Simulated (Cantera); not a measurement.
An adiabatic, constant-volume homogeneous reactor starts with CO : H2 : CH4 : O2 : N2 = 1 : 0.061 : 0.45 : 1.3 : 4.29 (molar parts), equivalence ratio 1.1, at 1025 K and 8250 Torr.

Computed with Cantera and GRI-Mech 3.0 (53 species, 325 reactions). Above 3000 K some thermodynamic fits are extrapolated.

**Question.** Predict: time of steepest temperature rise; temperature at 0.900 s; equilibrium temperature; x(CO) at 0.900 s; x(H2) at 0.900 s; x(NO) at 0.900 s.

**Answer.** 
```
Item                                                                 Value
---------------------------------  ---------------------------------------
time of steepest temperature rise                                  15.4 ms
temperature at 0.900 s                                              3049 K
equilibrium temperature                                             3049 K
x(CO) at 0.900 s                     0.0773 (gas-phase equilibrium 0.0773)
x(H2) at 0.900 s                   0.00943 (gas-phase equilibrium 0.00943)
x(NO) at 0.900 s                     0.0118 (gas-phase equilibrium 0.0118)
```
